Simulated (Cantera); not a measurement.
Input (Python, Cantera) and output of one run.

```python
import numpy as np
import cantera as ct

gas_names = """
    CL CLF CLF3 CLO CL2 F FO FO2 F2 F2O H HCL HF HOCL HOF HO2 H2 H2F2 H2O H2O2 H3F3 H4F4 H5F5 H6F6 H7F7
    Li LiCL LiF LiFO LiH LiO LiOH Li2 Li2CL2 Li2F2 Li2O Li2O2 Li2O2H2 Li3CL3 Li3F3 O OH O2 O3
""".split()
cond_names = """
    H2O(s) H2O(L) Li(cr) Li(L) LiCL(s) LiCL(L) LiF(s) LiF(L) LiH(s) LiH(L) LiOH(s) LiOH(L) Li2O(s)
    Li2O(L)
""".split()


# ... load() reads the species with a 1 bar reference pressure and builds the phases ...
atoms = {
    'LiCl': {'Li': 1, 'CL': 1},
    'HF': {'H': 1, 'F': 1},
    'H2': {'H': 2},
    'H2O': {'H': 2, 'O': 1},
}
top_T = {}  # K; cautious upper limits of use, not melting points


# ... equilibrate(T, P, feed) seeds the gas with the atoms and calls Mixture.equilibrate('TP', solver="vcs", rtol=1e-11, max_steps=5000) ...
results = []
T = 2150  # K
P = 10000  # Pa
for m in [0.078, 0.15, 0.3, 0.59, 1.2, 2.3, 4.4]:
    feed = {'LiCl': 1, 'HF': m, 'H2': 1.3, 'H2O': 0.16}  # mol
    mix = equilibrate(T, P, feed)
    results.append((T, P, feed, dict(zip(mix.species_names, mix.species_moles))))

top = {s: max(r[3][s] / sum(r[3][g] for g in gas_names) for r in results) for s in gas_names}
cols = sorted((s for s in top if top[s] > 1e-05), key=lambda s: -top[s])[:7]
seen = [c for c in cond_names if any(r[3].get(c, 0) > 1e-12 for r in results)]
print("log10 of partial pressures in bar; condensed amounts in mol")
print(f"{'n(HF)':>10s}" + "".join(f"{s[:9]:>10s}" for s in cols + seen))
for T, P, feed, n in results:
    ng = sum(n[g] for g in gas_names)
    print(f"{feed['HF']:10.4g}" + "".join(f"{np.log10(max(n[s] / ng * P / 1e5, 1e-99)):10.3f}" for s in cols)
          + "".join(f"{n.get(c, 0):10.4g}" for c in seen))
```

Output:

```
log10 of partial pressures in bar; condensed amounts in mol
     n(HF)        HF        H2      LiCL       LiF       HCL       H2O         H
     0.078    -2.977    -1.299    -1.439    -2.700    -2.576    -2.225    -3.024
      0.15    -2.605    -1.310    -1.464    -2.492    -2.438    -2.231    -3.030
       0.3    -2.229    -1.334    -1.511    -2.310    -2.291    -2.250    -3.042
      0.59    -1.900    -1.377    -1.589    -2.178    -2.172    -2.290    -3.063
       1.2    -1.610    -1.456    -1.721    -2.095    -2.096    -2.366    -3.103
       2.3    -1.400    -1.570    -1.903    -2.080    -2.084    -2.479    -3.160
       4.4    -1.249    -1.729    -2.153    -2.128    -2.135    -2.637    -3.239
```

Method: chemical equilibrium by Gibbs-energy minimisation in Cantera with the NASA 1993 tables (ideal gas, pure condensed phases).
